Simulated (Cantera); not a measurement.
A freely propagating, adiabatic, planar premixed flame of 9.16 % CH₃OH, 14.5 % O₂, 54.4 % N₂, 22.0 % H₂O, equivalence ratio 0.95, unburnt at 398 K and 3680 Torr; mixture-averaged transport, grid criteria slope 0.08 and curve 0.16, no radiation.

Cantera simulation using GRI-Mech 3.0 (53 species, 325 reactions); the numbers are that mechanism's predictions, not measurements. GRI-Mech 3.0 was tuned for natural gas; its chemistry of methanol as a main component is partial and can be far from experiment. Burning velocities carry a grid error of a few per cent, more on coarse grids.

Q: Predict: laminar burning velocity; thermal thickness; peak x(CO); peak x(HO₂); peak x(C₂H).

A: 
| Item | Value |
|---|---|
| laminar burning velocity | 14.6 cm/s |
| thermal thickness | 0.243 mm |
| peak x(CO) | 0.0299 |
| peak x(HO₂) | 0.000742 |
| peak x(C₂H) | <1e-8 |
